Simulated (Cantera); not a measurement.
An adiabatic, constant-volume homogeneous reactor starts with CH4 : C2H6 : O2 : N2 = 1 : 0.086 : 1.92 : 7.21 (molar parts), at 1175 K and 21000 Pa. Integrator tolerance rtol = 1e-08.

Detailed kinetics in Cantera: GRI-Mech 3.0 (53 species, 325 reactions).

Question: What does this change do: initial temperature 1175 to 1248 K?

Answer: 
| quantity | before | after |
|---|---|---|
| time of steepest temperature rise | 28.4 ms | 11.8 ms |
| temperature at 0.300 s | 2725 K | 2740 K |
| equilibrium temperature | 2725 K | 2740 K |
| x(CH4) at 0.300 s | <1e-12 (gas-phase equilibrium <1e-12) | <1e-12 (gas-phase equilibrium <1e-12) |
| x(C2H6) at 0.300 s | <1e-12 (gas-phase equilibrium <1e-12) | <1e-12 (gas-phase equilibrium <1e-12) |
| x(O2) at 0.300 s | 0.00929 (gas-phase equilibrium 0.00929) | 0.0100 (gas-phase equilibrium 0.0100) |
| x(N2O) at 0.300 s | 2.33e-7 (gas-phase equilibrium 2.33e-7) | 2.41e-7 (gas-phase equilibrium 2.41e-7) |
| x(NO2) at 0.300 s | 6.92e-7 (gas-phase equilibrium 6.92e-7) | 7.34e-7 (gas-phase equilibrium 7.34e-7) |
| x(OH) at 0.300 s | 0.0183 (gas-phase equilibrium 0.0183) | 0.0195 (gas-phase equilibrium 0.0195) |
| x(O) at 0.300 s | 0.00535 (gas-phase equilibrium 0.00535) | 0.00609 (gas-phase equilibrium 0.00609) |

Question: What does this change do: 0.041 parts H2 added?

Answer: 
```tsv
quantity	before	after
time of steepest temperature rise	28.4 ms	21.1 ms
temperature at 0.300 s	2725 K	2726 K
equilibrium temperature	2725 K	2726 K
x(CH4) at 0.300 s	<1e-12 (gas-phase equilibrium <1e-12)	<1e-12 (gas-phase equilibrium <1e-12)
x(C2H6) at 0.300 s	<1e-12 (gas-phase equilibrium <1e-12)	<1e-12 (gas-phase equilibrium <1e-12)
x(O2) at 0.300 s	0.00929 (gas-phase equilibrium 0.00929)	0.00882 (gas-phase equilibrium 0.00882)
x(N2O) at 0.300 s	2.33e-7 (gas-phase equilibrium 2.33e-7)	2.27e-7 (gas-phase equilibrium 2.27e-7)
x(NO2) at 0.300 s	6.92e-7 (gas-phase equilibrium 6.92e-7)	6.56e-7 (gas-phase equilibrium 6.56e-7)
x(OH) at 0.300 s	0.0183 (gas-phase equilibrium 0.0183)	0.0182 (gas-phase equilibrium 0.0182)
x(O) at 0.300 s	0.00535 (gas-phase equilibrium 0.00535)	0.00524 (gas-phase equilibrium 0.00524)
```
